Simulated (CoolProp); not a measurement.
Properties of R245fa along the isotherm 166.85 °C (Tc = 153.9 °C, pc = 3651 kPa, ω = 0.378).

Computed with CoolProp (reference Helmholtz-energy equation of state, Akasaka 2015).

```tsv
p (kPa)	phase	density (kg/m³)	Joule-Thomson coefficient (K/MPa)	expansivity (1/kK)	conductivity (mW/(m K))	Prandtl number
365	gas	13.79	7.787	2.546	29.0	0.674
730	gas	28.52	8.161	2.878	29.2	0.687
1100	gas	44.59	8.582	3.291	29.4	0.704
1460	gas	(withheld)	9.039	3.797	29.7	0.725
1830	gas	(withheld)	9.569	4.466	30.1	0.753
2190	gas	101.5	10.15	5.331	30.6	0.791
2560	gas	125.9	10.84	6.566	31.4	0.844
2920	gas	153.7	11.59	8.332	32.6	0.920
3290	gas	188.5	12.46	11.24	34.3	1.05
3650	gas	233.0	13.37	16.44	36.9	1.27
4020	supercritical	301.1	(withheld)	29.21	41.3	1.86
4380	supercritical	433.8	13.20	70.93	49.1	4.16
4750	supercritical	618.8	7.732	46.52	52.3	4.61
5110	supercritical	700.2	4.821	24.08	53.1	3.74
5480	supercritical	745.4	3.478	16.42	54.2	3.39
```

Q: Some entries are withheld; supply them.

A: 
- 1460, density (kg/m³): 61.56
- 1830, density (kg/m³): 80.73
- 4020, Joule-Thomson coefficient (K/MPa): 14.17

Viscosity comes from a separate model (Bell 2016), an estimate that may be off by 10 % or more. Thermal conductivity comes from a separate model (Huber 2003), an estimate that may be off by 10 % or more.
